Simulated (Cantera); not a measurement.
# Equilibrium for carbothermic reduction: Fe3O4 + CO

Feed: 1 mol Fe3O4, 17 mol CO, equilibrated at 34.0 Pa.

Equilibrium computed with Cantera from the NASA thermochemical tables; the gas is ideal and each condensed phase is pure. Candidate condensed phases: C, Fe, Fe(CO)5, FeO, Fe2O3, Fe3O4; 15 gas species. The tables' stoichiometric FeO is somewhat more stable than real wüstite, so its field is too wide. FeO: taken at fixed stoichiometry. Kinetics and transport are ignored.

At 1900 K the condensed part is FeO(l). From 2000 K to 2500 K nothing is condensed. The main Fe-bearing gas is Fe throughout.

```
T (K)   x CO   x CO2   x Fe       x O      x O2    x FeO  n FeO(l)
-----  -----  ------  -----  --------  --------  -------  --------
1900   0.680   0.184  0.133  0.000130   6.45e-5  0.00234     0.334
2000   0.655   0.194  0.146  0.000772  0.000452  0.00395         0
2100   0.659   0.186  0.144   0.00339   0.00202  0.00505         0
2200   0.669   0.166  0.142    0.0119   0.00655  0.00571         0
2300   0.685   0.127  0.138    0.0315    0.0137  0.00533         0
2400   0.700  0.0813  0.134    0.0628    0.0178  0.00405         0
2500   0.708  0.0445  0.130    0.0986    0.0157  0.00262         0
```
x: gas mole fraction; n: condensed amount in mol.
